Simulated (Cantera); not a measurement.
An adiabatic, constant-volume homogeneous reactor starts with 7.10 % CO, 6.67 % H2, 18.1 % O2, 68.1 % N2, equivalence ratio 0.38, at 1775 K and 750 Torr.

Cantera simulation using GRI-Mech 3.0 (53 species, 325 reactions); the numbers are that mechanism's predictions, not measurements.

### Question
Predict: time of steepest temperature rise; temperature at 0.800 s; equilibrium temperature; x(CO) at 0.800 s; x(H2) at 0.800 s; x(O2) at 0.800 s; x(NO) at 0.800 s; x(H2O2) at 0.800 s; x(H) at 0.800 s; x(H2O) at 0.800 s.

### Answer
```
Item                                                                Result
---------------------------------  ---------------------------------------
time of steepest temperature rise                                  10.8 µs
temperature at 0.800 s                                              2655 K
equilibrium temperature                                             2655 K
x(CO) at 0.800 s                     0.0127 (gas-phase equilibrium 0.0127)
x(H2) at 0.800 s                   0.00188 (gas-phase equilibrium 0.00188)
x(O2) at 0.800 s                       0.108 (gas-phase equilibrium 0.108)
x(NO) at 0.800 s                     0.0203 (gas-phase equilibrium 0.0203)
x(H2O2) at 0.800 s                 2.30e-7 (gas-phase equilibrium 2.30e-7)
x(H) at 0.800 s                    0.00176 (gas-phase equilibrium 0.00176)
x(H2O) at 0.800 s                    0.0608 (gas-phase equilibrium 0.0608)
```
